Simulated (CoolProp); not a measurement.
The fluid at 298.15 K and 0.285 MPa (stagnation) flows isentropically through a choked orifice. The same conditions are run with several fluids, on thermodynamics alone (safety and materials aside).

Computed with CoolProp (reference Helmholtz-energy equation of state of each fluid (dimethyl ether: Wu 2011; R404A: Lemmon 2003; CH3F (R41): Lemmon 2006; hydrogen sulfide: Lemmon 2006; R125: Lemmon 2005)). Blends and air are pseudo-pure fits.

Rank dimethyl ether, R404A, CH3F (R41), hydrogen sulfide, R125 by throat to inlet pressure ratio, highest first.

R125 (0.589), R404A (0.586), dimethyl ether (0.578), CH3F (R41) (0.546), hydrogen sulfide (0.541)

```
fluid             mass flux (kg/(m² s))  throat temperature (K)
----------------  ---------------------  ----------------------
dimethyl ether                      800                   276.7
R404A                              1150                   281.6
CH3F (R41)                          711                   259.5
hydrogen sulfide                    717                   256.2
R125                               1260                   283.5
```
